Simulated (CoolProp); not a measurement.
Computed with CoolProp (reference Helmholtz-energy equation of state, Guder 2009).

Give the vapour pressure (kPa), liquid density (kg/m³), liquid conductivity (mW/(m K)) of saturated sulfur hexafluoride at -26.05, -0.65, 6.55 °C.


```json
[
 {"T (°C)": "-26.05", "p (kPa)": "564", "liquid density (kg/m³)": "1720", "liquid conductivity (mW/(m K))": "69.9"},
 {"T (°C)": "-0.65", "p (kPa)": "1230", "liquid density (kg/m³)": "1560", "liquid conductivity (mW/(m K))": "61.9"},
 {"T (°C)": "6.55", "p (kPa)": "1490", "liquid density (kg/m³)": "1510", "liquid conductivity (mW/(m K))": "59.5"}
]
```

Thermal conductivity comes from a separate model (Assael 2012).
